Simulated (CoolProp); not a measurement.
Saturation properties of R13 (Tc = 303.0 K, pc = 3973 kPa, ω = 0.175).

Values from CoolProp's reference Helmholtz-energy equation of state, Platzer 1990. This equation is an older, rougher fit; its heat capacities, sound speeds and derivatives of the liquid may be far off and weren't checked against measurements.

| T (K) | p (kPa) | liquid density (kg/m³) | vapour density (kg/m³) | surface tension (mN/m) |
|---|---|---|---|---|
| 154.8 | 8.120 | 1655 | 0.6634 | 20.3 |
| 163.3 | 16.31 | 1625 | 1.269 | 18.8 |
| 171.8 | 30.29 | 1594 | 2.254 | 17.3 |
| 180.3 | 52.60 | 1563 | 3.763 | 15.9 |
| 188.8 | 86.36 | 1531 | 5.967 | 14.5 |
| 197.3 | 135.1 | 1499 | 9.062 | 13.2 |
| 205.9 | 203.8 | 1465 | 13.33 | 11.8 |
| 214.4 | 295.2 | 1430 | 18.94 | 10.5 |

It boils at 191.7 K under 1 atm.

Surface tension comes from a separate correlation (Mulero 2012).
